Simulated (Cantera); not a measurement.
Charge: 1 mol TiCl4, 17 mol O2, 1.2 mol H2, at 1873 K and 7.60 mbar.

Equilibrium computed with Cantera from the NASA thermochemical tables; the gas is ideal and each condensed phase is pure. Candidate condensed phases: H2O, Ti, TiCl2, TiCl3, TiCl4, TiO, TiO2, Ti2O3, Ti3O5, Ti4O7; 23 gas species. Rates play no part.

Base state: O2 0.783, Cl 0.110, HCl 0.0873, H2O 0.0148, O 0.00240, OH 0.00191, Cl2 0.000474, ClO 0.000141 (mole fractions); condensed: TiO2(rutile).

Q: What changes in the equilibrium state with this change: pressure from 7.60 mbar to 73.0 Pa?

A: 
```json
[
 {"species": "O2", "before": "0.783", "after": "0.769"},
 {"species": "Cl", "before": "0.110", "after": "0.127"},
 {"species": "HCl", "before": "0.0873", "after": "0.0691"},
 {"species": "H2O", "before": "0.0148", "after": "0.0221"},
 {"species": "TiO2", "before": "2.38e-6", "after": "2.48e-5"},
 {"species": "Cl2", "before": "0.000474", "after": "6.12e-5"},
 {"species": "H", "before": "3.30e-5", "after": "0.000235"},
 {"species": "H2", "before": "1.99e-5", "after": "9.66e-5"},
 {"species": "O", "before": "0.00240", "after": "0.00767"},
 {"species": "ClO", "before": "0.000141", "after": "5.04e-5"},
 {"species": "TiO2(rutile), mol", "before": "1.000", "after": "0.999"}
]
```

Q: What changes in the equilibrium state with this change: pressure from 7.60 mbar to 1.00 bar?

A: 
| species | before | after |
|---|---|---|
| O2 | 0.783 | 0.807 |
| HCl | 0.0873 | 0.107 |
| Cl | 0.110 | 0.0588 |
| Cl2 | 0.000474 | 0.0179 |
| H2O | 0.0148 | 0.00693 |
| H | 3.30e-5 | 5.77e-7 |
| H2 | 1.99e-5 | 7.99e-7 |
| HOCl | 2.76e-6 | 3.96e-5 |
| TiO2(rutile), mol | 1.000 | 1.000 |
